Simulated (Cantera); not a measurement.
## Si3N4 + H2 (sublimation and decomposition of ceramics)

A closed system holds: 1 mol Si3N4, 0.39 mol H2, at 6.00 Pa.

Equilibrium computed with Cantera from the NASA thermochemical tables; the gas is ideal and each condensed phase is pure. Candidate condensed phases: Si, Si3N4; 18 gas species. The tables' values for SiN are old estimates; treat these amounts as uncertain. Rates play no part.

At 1575 °C the condensed part is Si(l). From 1725 °C to 2625 °C nothing is condensed. The main Si-bearing gas is Si throughout.

| T (°C) | log p N2 | log p Si | log p H | log p H2 | log p Si2 | log p Si3 | log p SiN | n Si(l) |
|---|---|---|---|---|---|---|---|---|
| 1575 | -4.35 | -5.20 | -5.83 | -5.10 | -7.36 | -7.99 | -7.79 | 2.71 |
| 1725 | -4.66 | -4.49 | -5.56 | -5.54 | -6.60 | -7.39 | -7.41 | 0 |
| 1875 | -4.67 | -4.50 | -5.28 | -5.81 | -7.18 | -8.72 | -7.56 | 0 |
| 2025 | -4.68 | -4.50 | -5.15 | -6.26 | -7.68 | -9.88 | -7.70 | 0 |
| 2175 | -4.68 | -4.51 | -5.11 | -6.81 | -8.12 | -10.89 | -7.81 | 0 |
| 2325 | -4.68 | -4.51 | -5.10 | -7.35 | -8.51 | -11.78 | -7.91 | 0 |
| 2475 | -4.68 | -4.51 | -5.09 | -7.85 | -8.85 | -12.57 | -7.99 | 0 |
| 2625 | -4.68 | -4.51 | -5.09 | -8.30 | -9.16 | -13.28 | -8.07 | 0 |
log p: log10 of the partial pressure in bar; n: condensed amount in mol.
